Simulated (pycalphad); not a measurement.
Source of the numbers: pycalphad with the COST 507 light-alloy database (1999); pressure 1 atm. The database dates from 1999; later assessments differ in places, in temperatures and in the compounds included. Phase fractions are per mole of atoms.

### Question
Give the equilibrium state of Si-2.5Cu (at.%) at 890 K.

### Answer
```
T = 890.00 K, P = 101325 Pa, N = 1 mol of atoms
G = -25827 J/mol, H = 14194 J/mol, S = 44.97 J/(mol K)  (SER reference)
chemical potentials (J/mol): Si -25340, Cu -44798
phase             fraction      x(Si)      x(Cu)
DIAMOND_A4          0.9671     1.0000       none
CU19SI6_ETA         0.0329     0.2400     0.7600
```

### Question
Give the equilibrium state of Si-2.5Cu (at.%) at 1650 K.

### Answer
diamond (Si), fraction 0.642, with no Cu at.%; liquid, fraction 0.358, with 7.0 Cu at.%.

Database names, with the compositions (at.%) that they take in these runs: CU19SI6_ETA: Cu 76 Si 24. DIAMOND_A4 is diamond (Si). An entry "none" or "no" means that the model of the phase leaves that element out.
